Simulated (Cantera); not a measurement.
An isothermal, constant-pressure homogeneous reactor starts with CH₄ : CO₂ = 1 : 4.8 (molar parts), at 1550 K and 0.930 bar. Integrator tolerance rtol = 1e-08.

Computed with Cantera and GRI-Mech 3.0 (53 species, 325 reactions).

### Question
What does this change do: CH4 1 to 1.7 parts?

### Answer
```tsv
quantity	before	after
x(CH₄) at 5.00 s	0.00564 (gas-phase equilibrium 3.07e-9)	0.0117 (gas-phase equilibrium 4.15e-8)
x(CO₂) at 5.00 s	0.350 (gas-phase equilibrium 0.315)	0.207 (gas-phase equilibrium 0.154)
x(HCO) at 5.00 s	4.35e-9 (gas-phase equilibrium 5.05e-9)	6.85e-9 (gas-phase equilibrium 8.77e-9)
x(O) at 5.00 s	3.41e-11 (gas-phase equilibrium 6.32e-11)	1.58e-11 (gas-phase equilibrium 2.65e-11)
x(H) at 5.00 s	8.56e-6 (gas-phase equilibrium 9.53e-6)	1.23e-5 (gas-phase equilibrium 1.41e-5)
x(CH₂CO) at 5.00 s	7.67e-6 (gas-phase equilibrium <1e-12)	1.22e-5 (gas-phase equilibrium 3.13e-12)
x(C₂H₂) at 5.00 s	0.00827 (gas-phase equilibrium <1e-12)	0.0207 (gas-phase equilibrium 1.25e-12)
```

### Question
What does this change do: temperature 1550 to 1348 K?

### Answer
| quantity | before | after |
|---|---|---|
| x(CH₄) at 5.00 s | 0.00564 (gas-phase equilibrium 3.07e-9) | 0.139 (gas-phase equilibrium 7.55e-8) |
| x(CO₂) at 5.00 s | 0.350 (gas-phase equilibrium 0.315) | 0.781 (gas-phase equilibrium 0.331) |
| x(HCO) at 5.00 s | 4.35e-9 (gas-phase equilibrium 5.05e-9) | 1.99e-11 (gas-phase equilibrium 9.26e-10) |
| x(O) at 5.00 s | 3.41e-11 (gas-phase equilibrium 6.32e-11) | <1e-12 (gas-phase equilibrium <1e-12) |
| x(H) at 5.00 s | 8.56e-6 (gas-phase equilibrium 9.53e-6) | 1.05e-7 (gas-phase equilibrium 7.63e-7) |
| x(CH₂CO) at 5.00 s | 7.67e-6 (gas-phase equilibrium <1e-12) | 1.49e-6 (gas-phase equilibrium 1.51e-12) |
| x(C₂H₂) at 5.00 s | 0.00827 (gas-phase equilibrium <1e-12) | 0.0127 (gas-phase equilibrium <1e-12) |
